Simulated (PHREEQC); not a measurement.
A column of 1 m (40 cells, dispersivity 0.05 m, 60 s a shift, diffusion coefficient 3e-10 m²/s) holds 0.014 eq of the database's cation exchanger X per kg of pore water, first in equilibrium with 0.017 mol/kgw CaCl2, 0.0002 mol/kgw PbCl2, 0.00036 mol/kgw LiCl and 1e-05 mol/kgw HCl. It is flushed with 4.2 mmol/kgw CaCl2, 0.5 mmol/kgw CdCl2 and 0.01 mmol/kgw HCl, at 25 °C. Values are for the last cell. The system is closed to CO2. No solid was allowed to form.

Base run: PHREEQC, ion-association model, phreeqc.dat. Each further column changes one thing. The table gives Cd in solution (mol/kgw).

```
pore volumes      base  exchange capacity from 0.014 to 0.007 eq/kgw  dispersivity from 0.05 to 0.1 m
------------  --------  --------------------------------------------  -------------------------------
0                    0                                             0                                0
0.7625         2.81e-5                                       5.65e-5                          6.37e-5
1.363         0.000115                                      0.000230                                ?
2.112         0.000290                                             ?                                ?
2.862         0.000433                                             ?                                ?
3.612         0.000483                                             ?                         0.000460
4.213         0.000495                                      0.000500                         0.000481
4.963         0.000499                                      0.000500                                ?
```

Q: Fill in the missing entries.

A: 
- 1.363, dispersivity from 0.05 to 0.1 m: 0.000169
- 2.112, exchange capacity from 0.014 to 0.007 eq/kgw: 0.000417
- 2.112, dispersivity from 0.05 to 0.1 m: 0.000291
- 2.862, exchange capacity from 0.014 to 0.007 eq/kgw: 0.000487
- 2.862, dispersivity from 0.05 to 0.1 m: 0.000401
- 3.612, exchange capacity from 0.014 to 0.007 eq/kgw: 0.000498
- 4.963, dispersivity from 0.05 to 0.1 m: 0.000493
